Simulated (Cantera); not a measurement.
## Low-pressure radical oxidation in H2/O2

An isothermal, constant-pressure homogeneous reactor starts with 1.77 % H₂, 98.2 % O₂, at 925 K and 0.0132 atm.

Cantera simulation using the H2/O2 subset of GRI-Mech 3.0, which has no nitrogen chemistry; the numbers are that mechanism's predictions, not measurements. Radical loss at walls, strong at low pressure, is not modelled. Below about 950 K walls govern HO2 and H2O2 in real vessels.

```
t (s)         x H₂   x O₂       x H    x H₂O₂     x HO₂      x OH
--------  --------  -----  --------  --------  --------  --------
0.000800    0.0177  0.982  8.69e-12    <1e-12  1.51e-11  8.75e-12
0.00284     0.0177  0.982  8.42e-11    <1e-12  6.16e-11  1.12e-10
0.0101      0.0177  0.982   1.17e-7  1.11e-12   1.54e-8   1.60e-7
0.0357    0.000593  0.977   0.00122   9.07e-8   5.39e-6  0.000563
0.126      2.62e-5  0.981   3.25e-5   2.94e-8   1.70e-6  0.000104
0.449      2.42e-6  0.982   1.02e-6   1.92e-8   4.66e-7   3.18e-5
1.59       2.06e-7  0.982   3.18e-8   9.19e-9   9.10e-8   1.02e-5
5.64       1.73e-8  0.982   1.43e-9   3.29e-9   1.56e-8   3.64e-6
20.0       1.99e-9  0.982  1.02e-10   1.04e-9   3.04e-9   1.51e-6
```
x: mole fraction; the columns are a selection and need not sum to one.

Equilibrium at this temperature and pressure: H₂ 1.23e-12, O₂ 0.982, H <1e-12, H₂O₂ 2.04e-12, HO₂ 1.16e-10, OH 4.32e-8 (gas phase only).
